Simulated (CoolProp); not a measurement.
A simple Rankine cycle with R1233zd(E): condensing at 322.15 K, boiler at 1.93 MPa, turbine inlet 405.5 K, turbine efficiency 0.8, pump efficiency 0.6, no recuperator. Each further row changes one setting.

Model: reference Helmholtz-energy equation of state, Akasaka 2022, in CoolProp.

| case | thermal efficiency (%) | net work (kJ/kg) | heat in (kJ/kg) | turbine exit temperature (K) | volume ratio over the turbine |
|---|---|---|---|---|---|
| as stated | 12.1 | 27.1 | 223 | 342.9 | 8.04 |
| turbine inlet 425.5 K | 12.2 | 30.4 | 248 | 367.0 | 7.45 |
| condensing temperature 314.15 K | 13.2 | 30.9 | 233 | 337.2 | 10.2 |
| boiler pressure 1.35 MPa | 10.5 | 24.8 | 237 | 360.5 | 5.00 |
| turbine efficiency 0.7 | 10.5 | 23.4 | 223 | 347.1 | 8.17 |
